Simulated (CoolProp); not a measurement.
A single-stage vapour-compression cycle with ethylene: evaporating at 194.15 K (dew point), condensing at 255.15 K (bubble point), superheat 5 K, subcooling 8 K, compressor efficiency 0.7, no pressure losses. Each further row changes one setting.

Computed with CoolProp (reference Helmholtz-energy equation of state, Smukala 2000).

```
case                              cooling COP  pressure ratio  discharge temperature (K)  refrigerating effect (kJ/kg)  volumetric capacity (kJ/m³)
--------------------------------  -----------  --------------  -------------------------  ----------------------------  ---------------------------
as stated                                1.57            7.48                      346.6                           305                         1980
evaporating temperature 199.15 K         1.80            6.05                          …                           309                         2450
condensing temperature 250.15 K          1.78               …                          …                           320                         2080
subcooling 13 K                          1.65            7.48                      346.6                           320                         2080
superheat 15 K                           1.55            7.48                      360.1                           319                            …
compressor efficiency 0.6                1.34            7.48                      363.5                           305                         1980
```

Task: Complete the blanks.

Result: 
- evaporating temperature 199.15 K, discharge temperature (K): 336.6
- condensing temperature 250.15 K, pressure ratio: 6.58
- condensing temperature 250.15 K, discharge temperature (K): 336.4
- superheat 15 K, volumetric capacity (kJ/m³): 1950
